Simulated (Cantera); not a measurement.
An isothermal, constant-pressure homogeneous reactor starts with NH3 : N2 = 1 : 4.2 (molar parts), at 1575 K and 101000 Pa. Integrator tolerance rtol = 1e-08.

Cantera simulation using the gas-phase N/H chemistry of the illustrative SiF4/NH3 mechanism in the Surface Chemkin manual (1991); the numbers are that mechanism's predictions, not measurements. Walls and surfaces, which speed up NH3 decomposition in real reactors, are not modelled.

Q: What does this change do: temperature 1575 to 2223 K?

A: 
```json
[
 {"quantity": "x(NH3) at 7.00 s", "before": "0.109 (gas-phase equilibrium 5.17e-6)", "after": "1.49e-6 (gas-phase equilibrium 1.49e-6)"},
 {"quantity": "x(N2H2) at 7.00 s", "before": "3.30e-8 (gas-phase equilibrium <1e-12)", "after": "1.95e-12 (gas-phase equilibrium 1.95e-12)"},
 {"quantity": "x(NH2) at 7.00 s", "before": "2.10e-5 (gas-phase equilibrium 1.02e-9)", "after": "6.08e-8 (gas-phase equilibrium 6.08e-8)"},
 {"quantity": "x(H) at 7.00 s", "before": "8.74e-6 (gas-phase equilibrium 2.04e-5)", "after": "0.00314 (gas-phase equilibrium 0.00314)"},
 {"quantity": "x(N2) at 7.00 s", "before": "0.786 (gas-phase equilibrium 0.758)", "after": "0.757 (gas-phase equilibrium 0.757)"},
 {"quantity": "x(H2) at 7.00 s", "before": "0.105 (gas-phase equilibrium 0.242)", "after": "0.240 (gas-phase equilibrium 0.240)"},
 {"quantity": "x(NH) at 7.00 s", "before": "1.33e-7 (gas-phase equilibrium 6.84e-12)", "after": "1.92e-8 (gas-phase equilibrium 1.92e-8)"}
]
```

Q: What does this change do: temperature 1575 to 1675 K?

A: 
| quantity | before | after |
|---|---|---|
| x(NH3) at 7.00 s | 0.109 (gas-phase equilibrium 5.17e-6) | 0.0313 (gas-phase equilibrium 4.01e-6) |
| x(N2H2) at 7.00 s | 3.30e-8 (gas-phase equilibrium <1e-12) | 9.44e-9 (gas-phase equilibrium <1e-12) |
| x(NH2) at 7.00 s | 2.10e-5 (gas-phase equilibrium 1.02e-9) | 1.59e-5 (gas-phase equilibrium 2.37e-9) |
| x(H) at 7.00 s | 8.74e-6 (gas-phase equilibrium 2.04e-5) | 4.12e-5 (gas-phase equilibrium 5.71e-5) |
| x(N2) at 7.00 s | 0.786 (gas-phase equilibrium 0.758) | 0.766 (gas-phase equilibrium 0.758) |
| x(H2) at 7.00 s | 0.105 (gas-phase equilibrium 0.242) | 0.202 (gas-phase equilibrium 0.242) |
| x(NH) at 7.00 s | 1.33e-7 (gas-phase equilibrium 6.84e-12) | 2.00e-7 (gas-phase equilibrium 3.48e-11) |

Q: What does this change do: pressure from 101000 Pa to 13300 Pa?

A: 
```tsv
quantity	before	after
x(NH3) at 7.00 s	0.109 (gas-phase equilibrium 5.17e-6)	0.153 (gas-phase equilibrium 6.81e-7)
x(N2H2) at 7.00 s	3.30e-8 (gas-phase equilibrium <1e-12)	1.70e-7 (gas-phase equilibrium <1e-12)
x(NH2) at 7.00 s	2.10e-5 (gas-phase equilibrium 1.02e-9)	4.47e-5 (gas-phase equilibrium 3.71e-10)
x(H) at 7.00 s	8.74e-6 (gas-phase equilibrium 2.04e-5)	6.29e-6 (gas-phase equilibrium 5.63e-5)
x(N2) at 7.00 s	0.786 (gas-phase equilibrium 0.758)	0.797 (gas-phase equilibrium 0.758)
x(H2) at 7.00 s	0.105 (gas-phase equilibrium 0.242)	0.0500 (gas-phase equilibrium 0.242)
x(NH) at 7.00 s	1.33e-7 (gas-phase equilibrium 6.84e-12)	3.81e-7 (gas-phase equilibrium 6.84e-12)
```
